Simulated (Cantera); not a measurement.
Charge: 1 mol SiH₂Cl₂, 1 mol Cl₂, 15 mol H₂, equilibrated at 1173.15 K and 10.0 Torr.

Method: chemical equilibrium by Gibbs-energy minimisation in Cantera with the NASA 1993 tables (ideal gas, pure condensed phases). Candidate condensed phases: Si; 19 gas species. The tables' values for SiCl₃ are old estimates; treat these amounts as uncertain. Kinetics and transport are ignored.

Base state: H₂ 0.873, HCl 0.0784, SiCl₄ 0.0210, SiCl₂ 0.0160, SiCl₃ 0.00585, SiHCl₃ 0.00546, SiH₂Cl₂ 0.000182 (mole fractions); condensed: Si(s).

### Question
What changes in the equilibrium state with this change: temperature from 1173.15 K to 1600 K?

### Answer
```csv
species,before,after
H₂,0.873,0.832
HCl,0.0784,0.113
SiCl₂,0.0160,0.0529
SiCl₄,0.0210,4.96e-5
SiCl,9.23e-9,3.43e-5
Cl,7.51e-8,4.61e-5
H,9.57e-7,0.000430
SiHCl₃,0.00546,5.28e-5
SiH₂Cl₂,0.000182,9.38e-6
"Si(s), mol",0.152,0.0271
```
The tables' values for SiCl₃, SiCl are old estimates; treat these amounts as uncertain.

### Question
What changes in the equilibrium state with this change: temperature from 1173.15 K to 1325 K?

### Answer
```json
[
 {"species": "H₂", "before": "0.873", "after": "0.839"},
 {"species": "HCl", "before": "0.0784", "after": "0.111"},
 {"species": "SiCl₂", "before": "0.0160", "after": "0.0401"},
 {"species": "SiCl₄", "before": "0.0210", "after": "0.00342"},
 {"species": "H", "before": "9.57e-7", "after": "1.30e-5"},
 {"species": "SiHCl₃", "before": "0.00546", "after": "0.00133"},
 {"species": "Si(s), mol", "before": "0.152", "after": "0.108"}
]
```
